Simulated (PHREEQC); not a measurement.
# Alkaline etch or developer: speciation

Dissolve 0.026 mol KOH, 0.009 mol Na2SiO3 and 0.00015 mol (CH3)4NCl per kg of water at 25 °C. Closed to the air; pH follows from the charge balance.

Model: ion-association model, phreeqc.dat, run in PHREEQC.

```
Item                       Value
----------------  --------------
pH                         12.43
ionic strength    0.0463 mol/kgw
total alkalinity     44.0 meq/kg
```

```
species   molality  activity   log γ
--------  --------  --------  ------
OH-         0.0329    0.0269  -0.088
K+          0.0260    0.0213  -0.087
Na+         0.0180    0.0149  -0.081
H3SiO4-    0.00687   0.00564  -0.086
H2SiO4-2   0.00212   0.00102  -0.318
Cl-       0.000150  0.000123  -0.087
(CH3)4N+  0.000150  0.000123  -0.086
```

This is a speciation only: nothing precipitates in the calculation. (CH3)4N+ isn't in the database: it is added as a free cation with an ion size of 4 Å.
